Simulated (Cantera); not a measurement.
## Gas-phase reforming

An isothermal, constant-pressure homogeneous reactor starts with 22.2 % CH4, 35.6 % H2O, 42.2 % H2, at 1825 K and 81000 Pa.

Detailed kinetics in Cantera: GRI-Mech 3.0 (53 species, 325 reactions).

```tsv
t (s)	x CH4	x H2O	x H2	x C2H2	x C2H6	x HO2
5.00e-5	0.219	0.355	0.423	2.59e-5	0.000207	<1e-12
0.000128	0.213	0.354	0.428	0.000668	0.000399	<1e-12
0.000327	0.198	0.350	0.440	0.00534	0.000363	<1e-12
0.000836	0.167	0.340	0.468	0.0183	0.000259	1.06e-12
0.00214	0.120	0.324	0.512	0.0381	0.000135	1.05e-12
0.00547	0.0707	0.305	0.560	0.0574	4.82e-5	1.05e-12
0.0140	0.0365	0.282	0.599	0.0665	1.35e-5	1.03e-12
0.0358	0.0218	0.250	0.631	0.0610	4.93e-6	<1e-12
0.0914	0.0162	0.204	0.668	0.0439	2.56e-6	<1e-12
0.234	0.0108	0.152	0.707	0.0235	1.08e-6	<1e-12
0.598	0.00565	0.111	0.738	0.00787	2.85e-7	<1e-12
1.53	0.00184	0.0920	0.754	0.000953	2.99e-8	<1e-12
3.91	0.000152	0.0881	0.758	6.91e-6	2.05e-10	<1e-12
10.0	3.25e-7	0.0879	0.758	7.46e-11	<1e-12	<1e-12
```
x: mole fraction; the columns are a selection and need not sum to one.

Equilibrium at this temperature and pressure: CH4 8.52e-8, H2O 0.0879, H2 0.758, C2H2 1.10e-11, C2H6 <1e-12, HO2 <1e-12 (gas phase only).
